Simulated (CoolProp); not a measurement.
Vapour-liquid equilibrium of R143a (1) + propane (2) at 282.5 K; x and y are mole fractions of (1).

The numbers come from the multi-fluid Helmholtz-energy mixture model, Lemmon and Jacobsen 2000 and Lemmon 2009; pair parameters Bell 2016 in CoolProp.

```
x     bubble pressure (bar)  y at the bubble point  dew pressure at overall composition x (bar)  liquid density (mol/L)
----  ---------------------  ---------------------  -------------------------------------------  ----------------------
0.05                  7.090                  0.143                                        6.526                   11.62
0.2                   8.612                  0.357                                        7.472                   11.44
0.35                  9.319                  0.465                                        8.558                   11.31
0.5                   9.639                  0.547                                        9.487                   11.27
0.65                  9.688                  0.631                                        9.664                   11.32
0.8                   9.412                  0.742                                        9.176                   11.47
0.95                  8.629                  0.915                                        8.456                   11.70
```

y crosses x between x = 0.5 and 0.65: the model has an azeotrope there.

Pair parameters are fitted to limited data, so mixtures are less certain than the pure fluids.
